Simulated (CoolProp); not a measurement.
The fluid at 175.22 K and 0.244 MPa is throttled through a valve to 0.0606 MPa with no heat exchange. The same conditions are run with several fluids, on thermodynamics alone (safety and materials aside).

Computed with CoolProp (reference Helmholtz-energy equation of state of each fluid (n-butane: Bücker 2006; R13: Platzer 1990; R227EA: Lemmon 2016; ethane: Bücker 2006; isobutene: Lemmon 2005)). The equations of Platzer and Polt are older, rougher fits.

```
fluid      final density (kg/m³)
---------  ---------------------
n-butane                     697
R13                         1580
R227EA                      1800
ethane                       555
isobutene                    723
```
